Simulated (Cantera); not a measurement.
**Thermodynamics of boron, boron nitride and boron oxide, feed BF₃ + H₂O**

Charge: 1 mol BF₃, a varied amount of H₂O, held at 1050 °C and 72.0 Pa.

Method: chemical equilibrium by Gibbs-energy minimisation in Cantera with the NASA 1993 tables (ideal gas, pure condensed phases). Candidate condensed phases: B, B₂O₃, B₃O₃H₃, H₂O; 43 gas species. Gases not in the tables: H₃BO₃. Equilibrium is a limit: real reactors are often held back by kinetics, nucleation or transport.

From 1.6 mol H₂O to 11 mol H₂O nothing is condensed.

```
n(H₂O) (mol)  x H₂O   x HF   x BOF  x HBO₂     x BF₃
------------  -----  -----  ------  ------  --------
1.6           0.178  0.537   0.231  0.0237    0.0299
1.9           0.226  0.513   0.212  0.0289    0.0197
2.3           0.284  0.481   0.188  0.0344    0.0123
2.8           0.346  0.444   0.162  0.0392   0.00743
3.4           0.408  0.406   0.138  0.0430   0.00447
4.1           0.466  0.369   0.116  0.0455   0.00270
5             0.527  0.330  0.0944  0.0468   0.00156
6             0.579  0.295  0.0770  0.0469  0.000929
7.3           0.632  0.260  0.0609  0.0459  0.000522
8.8           0.678  0.229  0.0480  0.0442  0.000297
11            0.728  0.195  0.0355  0.0412  0.000148
```
x: gas mole fraction; nothing condenses.
